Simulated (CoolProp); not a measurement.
R22 along the isotherm 500 K: Z from the reference equation and from simpler models built on Tc = 369.3 K, pc = 4.990 MPa, ω = 0.221; each cubic takes its own stable root.

Model: reference Helmholtz-energy equation of state, Kamei 1995, in CoolProp.

| p (MPa) | phase | reference | van der Waals | Redlich-Kwong | Soave-Redlich-Kwong | Peng-Robinson |
|---|---|---|---|---|---|---|
| 0.68 | gas | 0.9843 | 0.9810 | 0.9814 | 0.9849 | 0.9813 |
| 1.36 | gas | 0.9685 | 0.9616 | 0.9627 | 0.9700 | 0.9629 |
| 2.04 | gas | 0.9525 | 0.9419 | 0.9441 | 0.9553 | 0.9449 |
| 2.72 | gas | 0.9365 | 0.9216 | 0.9254 | 0.9408 | 0.9272 |
| 3.4 | gas | 0.9204 | 0.9010 | 0.9068 | 0.9265 | 0.9100 |
| 4.08 | gas | 0.9043 | 0.8800 | 0.8884 | 0.9126 | 0.8933 |
| 4.76 | gas | 0.8883 | 0.8586 | 0.8701 | 0.8991 | 0.8771 |
| 5.44 | supercritical | 0.8724 | 0.8369 | 0.8522 | 0.8860 | 0.8615 |
| 6.12 | supercritical | 0.8568 | 0.8150 | 0.8346 | 0.8734 | 0.8467 |
| 6.8 | supercritical | 0.8415 | 0.7931 | 0.8175 | 0.8614 | 0.8326 |
| 7.49 | supercritical | 0.8264 | 0.7711 | 0.8009 | 0.8499 | 0.8191 |
